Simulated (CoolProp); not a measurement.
Values from CoolProp's reference Helmholtz-energy equation of state, Lemmon 2006. It is a short technical equation, of lower accuracy than the large ones.

**Question.** Give the vapour pressure (MPa), vapour density (kg/m³), liquid cp (kJ/(kg K)), liquid viscosity (µPa s) of saturated n-decane at 100.75, 126.75, 152.65 °C.

**Answer.** 
```tsv
T (°C)	p (MPa)	vapour density (kg/m³)	liquid cp (kJ/(kg K))	liquid viscosity (µPa s)
100.75	0.00986	0.457	2.50	361
126.75	0.0254	1.11	2.61	289
152.65	0.0567	2.38	2.72	237
```

Viscosity comes from a separate model (Huber 2004).
